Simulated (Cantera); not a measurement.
An adiabatic, constant-pressure homogeneous reactor starts with H2 : O2 : N2 = 1 : 1.43 : 5.37 (molar parts), at 1075 K and 760 Torr.

Computed with Cantera and the H2/O2 subset of GRI-Mech 3.0, which has no nitrogen chemistry.

One state of this run: T (K) = 1989; x H2 = 0.000102; x O2 = 0.127; x HO2 = 2.17e-6; x O = 0.000219; x H = 1.53e-5; x OH = 0.00199; x H2O2 = 8.72e-8. x: mole fraction; the columns are a selection and need not sum to one.

### Question
Which value of t (s) does it belong to?
A) 0.000418
B) 0.200
C) 3.54e-5
D) 3.00e-6

### Answer
B, 0.200
